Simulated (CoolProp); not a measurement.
Vapour-liquid equilibrium of ethylene (1) + isobutane (2) at 200.3 K; x and y are mole fractions of (1).

Computed with CoolProp (multi-fluid Helmholtz-energy mixture model, Smukala 2000 and Bücker 2006; pair parameters Bell 2016).

Give the bubble pressure and the first vapour's composition at x = 0.05, 0.25, 0.95. Is there an azeotrope?

x = 0.05: 22.19 kPa, y = 0.831; x = 0.25: 102.1 kPa, y = 0.970; x = 0.95: 435.8 kPa, y = 0.999. No azeotrope shows between x = 0.05 and 0.95.

The pair parameters rest on a limited set of measurements; away from them the model extrapolates.
